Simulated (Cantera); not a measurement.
Mixture: H2 : O2 : N2 = 1 : 0.455 : 2.18 (molar parts), at 1.01 bar, adiabatic and at constant volume. Ignition delay is the time to a rise of 400 K.

Detailed kinetics in Cantera: the H2/O2 subset of GRI-Mech 3.0, which has no nitrogen chemistry. Where the delays flatten at high temperature, the 400 K rule measures the pace of heat release, not the induction time.

**Question.** What does this change do: 0.035 parts H2O added?

**Answer.** 
```csv
quantity,before,after
delay at 975 K,0.816 ms,1.39 ms
delay at 1175 K,59.7 µs,60.9 µs
delay at 1375 K,25.1 µs,25.3 µs
delay at 1575 K,16.4 µs,16.5 µs
delay at 1775 K,15.0 µs,15.1 µs
```

**Question.** What does this change do: O2 0.455 to 0.32 parts?

**Answer.** 
| quantity | before | after |
|---|---|---|
| delay at 975 K | 0.816 ms | 1.06 ms |
| delay at 1175 K | 59.7 µs | 77.1 µs |
| delay at 1375 K | 25.1 µs | 32.9 µs |
| delay at 1575 K | 16.4 µs | 22.6 µs |
| delay at 1775 K | 15.0 µs | 21.6 µs |
